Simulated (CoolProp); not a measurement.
A simple Rankine cycle with propyne: condensing at 292.15 K, boiler at 1.26 MPa, turbine inlet 367.4 K, turbine efficiency 0.7, pump efficiency 0.6, no recuperator. Each further row changes one setting.

The numbers come from the reference Helmholtz-energy equation of state, Polt 1992 in CoolProp. This equation is an older, rougher fit; its heat capacities, sound speeds and derivatives of the liquid may be far off and weren't checked against measurements.

```
case                             thermal efficiency (%)  net work (kJ/kg)  heat in (kJ/kg)  turbine exit temperature (K)  volume ratio over the turbine
-------------------------------  ----------------------  ----------------  ---------------  ----------------------------  -----------------------------
as stated                                           7.0              41.1              585                    (withheld)                           2.48
turbine inlet 387.4 K                        (withheld)              44.5              624                    (withheld)                           2.47
condensing temperature 284.15 K                     8.6              51.5              602                    (withheld)                           3.13
boiler pressure 0.882 MPa                    (withheld)              27.3       (withheld)                         346.3                           1.75
turbine efficiency 0.6                              6.0        (withheld)              585                         335.9                     (withheld)
```

Question: Some entries are withheld; supply them.

Answer: 
- as stated, turbine exit temperature (K): 332.3
- turbine inlet 387.4 K, thermal efficiency (%): 7.1
- turbine inlet 387.4 K, turbine exit temperature (K): 352.8
- condensing temperature 284.15 K, turbine exit temperature (K): 324.2
- boiler pressure 0.882 MPa, thermal efficiency (%): 4.6
- boiler pressure 0.882 MPa, heat in (kJ/kg): 595
- turbine efficiency 0.6, net work (kJ/kg): 35.0
- turbine efficiency 0.6, volume ratio over the turbine: 2.51
